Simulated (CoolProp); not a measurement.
Saturated liquid density (kg/m³) of R141b: the reference equation beside estimates from Tc = 477.5 K, pc = 4.212 MPa, ω = 0.220.

The numbers come from the reference Helmholtz-energy equation of state, Lemmon 2006 in CoolProp. It is a short technical equation, of lower accuracy than the large ones.

```tsv
T (K)	reference	Soave-Redlich-Kwong	Peng-Robinson
216.6	1384	1256	1412
239	1343	1227	1380
261.4	1303	1194	1346
283.8	1261	1158	1307
306.2	1218	1118	1264
328.7	1173	1073	1215
351.1	1124	1023	1159
373.5	1072	965.4	1095
395.9	1013	898.9	1020
```

Absolute difference from the reference over all 9 rows, mean and median: Soave-Redlich-Kwong 9.0 and 8.6 %, Peng-Robinson 2.8 and 3.1 %.
